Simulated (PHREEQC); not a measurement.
0.5 mol of Ag3PO4 (Ag3PO4) is brought to equilibrium with 1 kg of water, at 25 °C under several pressures of CO2. Oxygen is held at 0.21 atm. Solids allowed: Ag3PO4, Ag2O, Ag2CO3. Others were left out.

Computed with PHREEQC (ion-association model, wateq4f.dat).

```tsv
log pCO2 (atm)	pH	dissolved Ag (mol/kgw)	dissolved P (mol/kgw)	Ag+ (mol/kgw)
-5	8.90	0.000414	0.000138	0.000414
-4.5	8.54	0.000515	0.000172	0.000515
-4	8.17	0.000648	0.000216	0.000648
-3.5	7.81	0.000822	0.000274	0.000822
-3	7.47	0.00106	0.000352	0.00106
-2.5	7.14	0.00139	0.000463	0.00139
-2	6.82	0.00188	0.000627	0.00188
-1.5	6.50	0.00263	0.000876	0.00263
-1	6.17	0.00377	0.00126	0.00377
-0.5	5.84	0.00550	0.00183	0.00550
0	5.51	0.00812	0.00271	0.00812
```

H3PO4, which wateq4f.dat lacks, is added to it with the constant of phreeqc.dat. The database has no phosphate complexes of Ag.
